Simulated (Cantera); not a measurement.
Input: 1 mol CH3SiH3, 2 mol H2, at 1398 K and 17.0 mbar.

Cantera equilibrium calculation (NASA polynomials, part measured and part estimated; ideal gas, pure solids and liquids). Candidate condensed phases: C, C6H6, C7H8, C8H18, Si, SiC; 87 gas species. The feed counts by its element totals alone. Rates play no part.

Base state: H2 1.000, H 3.63e-5 (mole fractions); condensed: SiC(s).

What changes in the equilibrium state with this change: temperature from 1398 K to 1823 K?


| species | before | after |
|---|---|---|
| H2 | 1.000 | 0.997 |
| H | 3.63e-5 | 0.00332 |
| Si | 4.03e-8 | 2.60e-5 |
| C2H2 (acetylene) | <1e-9 | 1.50e-5 |
| SiC(s), mol | 1.000 | 1.000 |
